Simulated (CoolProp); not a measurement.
A single-stage vapour-compression cycle with R1233zd(E): evaporating at 319.15 K (dew point), condensing at 355.15 K (bubble point), superheat 0 K, subcooling 0 K, compressor efficiency 0.7, no pressure losses. Each further row changes one setting.

Computed with CoolProp (reference Helmholtz-energy equation of state, Akasaka 2022).

| case | cooling COP | pressure ratio | discharge temperature (K) | refrigerating effect (kJ/kg) | volumetric capacity (kJ/m³) |
|---|---|---|---|---|---|
| as stated | 5.14 | 2.65 | 357.9 | 134 | 1860 |
| evaporating temperature 324.15 K | 6.21 | (withheld) | 357.3 | 137 | (withheld) |
| condensing temperature 350.15 K | 6.16 | 2.35 | 352.8 | 140 | 1960 |
| subcooling 5 K | (withheld) | 2.65 | 357.9 | 140 | 1960 |
| superheat 10 K | 5.23 | 2.65 | (withheld) | 142 | 1910 |
| compressor efficiency 0.6 | (withheld) | 2.65 | (withheld) | 134 | 1860 |

**Question.** Complete the blanks.

**Answer.** 
- evaporating temperature 324.15 K, pressure ratio: 2.28
- evaporating temperature 324.15 K, volumetric capacity (kJ/m³): 2210
- subcooling 5 K, cooling COP: 5.40
- superheat 10 K, discharge temperature (K): 368.0
- compressor efficiency 0.6, cooling COP: 4.41
- compressor efficiency 0.6, discharge temperature (K): 362.3
